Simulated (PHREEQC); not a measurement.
A made-up water analysis in mg/kgw, 20 °C, pH 3.31, pe 8.8: Na 1700; K 278; Ca 36.8; Mg 11; Cl 245; S(6) as SO4 3640; Cd 2.55; Mn(2) 0.486.

Cl is adjusted to close the charge balance.
Valence states are taken as typed.

Equilibrium calculation in PHREEQC: ion-association model, phreeqc.dat.

Each row changes one thing in this solution. This is a speciation only: nothing precipitates in the calculation.

```csv
case,ionic strength (mol/kgw),Na+ (mol/kgw),SO4-2 (mol/kgw),K+ (mol/kgw),NaSO4- (mol/kgw),HSO4- (mol/kgw),SI of Gypsum (CaSO4:2H2O),SI of Halite (NaCl)
as made,0.112,0.0700,0.0322,0.00663,0.00394,0.000642,-1.05,-4.98
temperature from 20 to 40 °C at the same typed pH,0.110,0.0697,0.0314,0.00649,…,0.000965,-1.08,…
Cd from 2.55 to 1.27 mg/kgw,0.112,0.0700,0.0322,0.00663,0.00395,0.000642,-1.05,-4.98
all concentrations times 3 at the same typed pH,0.312,0.201,0.0863,0.0189,0.0213,0.00126,-0.49,-4.14
```

Task: What belongs in the gaps?

Result: 
- temperature from 20 to 40 °C at the same typed pH, NaSO4- (mol/kgw): 0.00421
- temperature from 20 to 40 °C at the same typed pH, SI of Halite (NaCl): -4.99

Constants without temperature data keep their 25 °C values here.
